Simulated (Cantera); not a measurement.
A Cantera script and what it prints.

```python
import numpy as np
import cantera as ct

gas_names = """
    H HO2 H2 H2O H2O2 H2S H2SO4 Mg MgH MgO MgOH MgO2H2 MgS Mg2 O OH O2 O3 S SH SO SO2 SO3 S2 S2O S8
""".split()
cond_names = """
    H2O(s) H2O(L) H2SO4(L) Mg(cr) Mg(L) MgO(s) MgO(L) MgO2H2(s) MgS(s) MgSO4(s) MgSO4(L) S(cr1) S(cr2)
    S(L)
""".split()


# ... load() reads the species with a 1 bar reference pressure and builds the phases ...
atoms = {
    'MgSO4': {'Mg': 1, 'S': 1, 'O': 4},
    'H2O': {'H': 2, 'O': 1},
}
top_T = {'MgS(s)': 2250}  # K; cautious upper limits of use, not melting points


# ... equilibrate(T, P, feed) seeds the gas with the atoms and calls Mixture.equilibrate('TP', solver="vcs", rtol=1e-11, max_steps=5000) ...
results = []
feed = {'MgSO4': 1, 'H2O': 0.44}  # mol
P = 830  # Pa
for T in [900, 1000, 1100, 1200, 1300, 1400, 1500, 1600, 1700, 1800]:
    mix = equilibrate(T, P, feed)
    results.append((T, P, feed, dict(zip(mix.species_names, mix.species_moles))))
    x = sorted(zip(gas.X, gas.species_names), reverse=True)
    print(f"T = {T:g} K  P = {P:g} Pa  gas = {mix.phase_moles(0):.4g} mol")
    print("   x: " + "  ".join(f"{s} {v:.3e}" for v, s in x if v > 0.0001))
    print("   condensed (mol): " + ("  ".join(f"{mix.phase(i).name} {mix.phase_moles(i):.4g}"
          for i in range(1, mix.n_phases) if mix.phase_moles(i) > 1e-12) or "none"))
```

Output:

```
T = 900 K  P = 830 Pa  gas = 0.4407 mol
   x: H2O 9.984e-01  SO2 1.058e-03  O2 5.291e-04
   condensed (mol): MgO(s) 0.0004729  MgSO4(s) 0.9995
T = 1000 K  P = 830 Pa  gas = 0.4613 mol
   x: H2O 9.539e-01  SO2 3.031e-02  O2 1.516e-02  SO3 6.142e-04
   condensed (mol): MgO(s) 0.01427  MgSO4(s) 0.9857
T = 1100 K  P = 830 Pa  gas = 1.496 mol
   x: SO2 4.621e-01  H2O 2.942e-01  O2 2.311e-01  SO3 1.260e-02
   condensed (mol): MgO(s) 0.71  MgSO4(s) 0.29
T = 1200 K  P = 830 Pa  gas = 1.934 mol
   x: SO2 5.110e-01  O2 2.555e-01  H2O 2.275e-01  SO3 6.050e-03
   condensed (mol): MgO(s) 1
T = 1300 K  P = 830 Pa  gas = 1.937 mol
   x: SO2 5.133e-01  O2 2.566e-01  H2O 2.271e-01  SO3 2.892e-03
   condensed (mol): MgO(s) 1
T = 1400 K  P = 830 Pa  gas = 1.939 mol
   x: SO2 5.143e-01  O2 2.571e-01  H2O 2.269e-01  SO3 1.536e-03  OH 1.616e-04
   condensed (mol): MgO(s) 1
T = 1500 K  P = 830 Pa  gas = 1.939 mol
   x: SO2 5.147e-01  O2 2.573e-01  H2O 2.267e-01  SO3 8.889e-04  OH 4.105e-04
   condensed (mol): MgO(s) 1
T = 1600 K  P = 830 Pa  gas = 1.94 mol
   x: SO2 5.149e-01  O2 2.572e-01  H2O 2.263e-01  OH 9.278e-04  SO3 5.515e-04
   condensed (mol): MgO(s) 1
T = 1700 K  P = 830 Pa  gas = 1.941 mol
   x: SO2 5.148e-01  O2 2.569e-01  H2O 2.256e-01  OH 1.903e-03  SO3 3.623e-04  O 2.487e-04
   condensed (mol): MgO(s) 1
T = 1800 K  P = 830 Pa  gas = 1.943 mol
   x: SO2 5.143e-01  O2 2.563e-01  H2O 2.244e-01  OH 3.597e-03  O 6.761e-04  H2 2.621e-04  SO3 2.494e-04  SO 2.209e-04
   condensed (mol): MgO(s) 1
```

Equilibrium computed with Cantera from the NASA thermochemical tables; the gas is ideal and each condensed phase is pure. Mutual solubility and eutectic melting of coexisting phases are not modelled.
